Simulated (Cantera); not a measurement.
A Cantera script and what it prints.

```python
import numpy as np
import cantera as ct

gas_names = """
    C CO CO2 C2 C2O C3 C3O2 C4 C5 O O2 O3 Ta TaO TaO2
""".split()
cond_names = """
    C(gr) Ta(cr) Ta(L) TaC(s) TaC(L) Ta2O5(s) Ta2O5(L)
""".split()


# ... load() reads the species with a 1 bar reference pressure and builds the phases ...
atoms = {
    'Ta2O5': {'Ta': 2, 'O': 5},
    'C': {'C': 1},
    'CO': {'C': 1, 'O': 1},
}
top_T = {'C(gr)': 4500}  # K; cautious upper limits of use, not melting points


# ... equilibrate(T, P, feed) seeds the gas with the atoms and calls Mixture.equilibrate('TP', solver="vcs", rtol=1e-11, max_steps=5000) ...
results = []
feed = {'Ta2O5': 1, 'C': 6, 'CO': 0.072}  # mol
P = 130000  # Pa
for T in [1023, 1073, 1123, 1173, 1223, 1273, 1323, 1373, 1423]:
    mix = equilibrate(T, P, feed)
    results.append((T, P, feed, dict(zip(mix.species_names, mix.species_moles))))
    x = sorted(zip(gas.X, gas.species_names), reverse=True)
    print(f"T = {T:g} K  P = {P:g} Pa  gas = {mix.phase_moles(0):.4g} mol")
    print("   x: " + "  ".join(f"{s} {v:.3e}" for v, s in x if v > 0.0001))
    print("   condensed (mol): " + ("  ".join(f"{mix.phase(i).name} {mix.phase_moles(i):.4g}"
          for i in range(1, mix.n_phases) if mix.phase_moles(i) > 1e-12) or "none"))
```

Result:

```
T = 1023 K  P = 130000 Pa  gas = 0.05729 mol
   x: CO 7.432e-01  CO2 2.568e-01
   condensed (mol): C(gr) 6.015  Ta2O5(s) 1
T = 1073 K  P = 130000 Pa  gas = 0.06335 mol
   x: CO 8.635e-01  CO2 1.365e-01
   condensed (mol): C(gr) 6.009  Ta2O5(s) 1
T = 1123 K  P = 130000 Pa  gas = 0.06741 mol
   x: CO 9.318e-01  CO2 6.816e-02
   condensed (mol): C(gr) 6.005  Ta2O5(s) 1
T = 1173 K  P = 130000 Pa  gas = 0.06964 mol
   x: CO 9.662e-01  CO2 3.385e-02
   condensed (mol): C(gr) 6.002  Ta2O5(s) 1
T = 1223 K  P = 130000 Pa  gas = 0.07078 mol
   x: CO 9.827e-01  CO2 1.727e-02
   condensed (mol): C(gr) 6.001  Ta2O5(s) 1
T = 1273 K  P = 130000 Pa  gas = 0.07135 mol
   x: CO 9.908e-01  CO2 9.172e-03
   condensed (mol): C(gr) 6.001  Ta2O5(s) 1
T = 1323 K  P = 130000 Pa  gas = 0.07164 mol
   x: CO 9.949e-01  CO2 5.084e-03
   condensed (mol): C(gr) 6  Ta2O5(s) 1
T = 1373 K  P = 130000 Pa  gas = 0.07179 mol
   x: CO 9.971e-01  CO2 2.938e-03
   condensed (mol): C(gr) 6  Ta2O5(s) 1
T = 1423 K  P = 130000 Pa  gas = 4.355 mol
   x: CO 9.978e-01  CO2 2.249e-03
   condensed (mol): TaC(s) 1.717  Ta2O5(s) 0.1415
```

Cantera equilibrium calculation (NASA polynomials, part measured and part estimated; ideal gas, pure solids and liquids). Mutual solubility and eutectic melting of coexisting phases are not modelled. TaC: taken at fixed stoichiometry. Condensed phases not in the tables: Ta2C.
